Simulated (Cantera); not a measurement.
A freely propagating, adiabatic, planar premixed flame of H2 : O2 : N2 : H2O = 1 : 0.208 : 0.783 : 0.13 (molar parts), equivalence ratio 2.4, unburnt at 500 K and 9.87 atm; mixture-averaged transport, grid criteria slope 0.08 and curve 0.16, no radiation.

Computed with Cantera and the H2/O2 subset of GRI-Mech 3.0, which has no nitrogen chemistry. The hydrogen kinetics of GRI-Mech 3.0 are dated; newer H2 mechanisms differ, most at raised pressure. Burning velocities carry a grid error of a few per cent, more on coarse grids.

x: mole fraction of selected species; z is measured from the peak of heat release.

```
z (mm)    T (K)  u (m/s)   x H2      x O2   x H2O    x H2O2      x OH       x O
--------  -----  -------  -----  --------  ------  --------  --------  --------
-0.0786     500     3.65  0.471    0.0981  0.0613     <1e-8     <1e-8     <1e-8
-0.0524     501     3.65  0.471    0.0982  0.0614   2.16e-8     <1e-8     <1e-8
-0.0393     503     3.66  0.470    0.0984  0.0615   1.55e-7     <1e-8     <1e-8
-0.0262     519     3.74  0.464    0.0993  0.0627   3.25e-6     <1e-8   8.45e-8
-0.0131       ?     4.78  0.435    0.0992  0.0766   9.76e-5   2.48e-5   7.24e-6
-0.00655      ?     6.78  0.399    0.0856   0.114  0.000191  0.000387  0.000100
0             ?     9.01  0.358    0.0591   0.171   8.03e-5  0.000767  0.000392
0.00655    1590     10.5  0.324    0.0323   0.223   1.15e-5   0.00114  0.000520
0.0131     1720     11.4  0.304    0.0152   0.255   4.08e-6   0.00133  0.000374
0.0262     1828     12.1  0.292   0.00319   0.278   1.32e-6   0.00133  0.000132
0.0524     1896     12.5  0.292  0.000271   0.284   3.04e-7   0.00107   4.10e-5
0.105      1941     12.8  0.295   1.45e-5   0.286   8.97e-8  0.000695   1.42e-5
0.210      1969     12.9  0.298   2.38e-6   0.287   2.99e-8  0.000394   4.26e-6
```

Fill in the missing entries.


- -0.0131, T (K): 689
- -0.00655, T (K): 1005
- 0, T (K): 1354
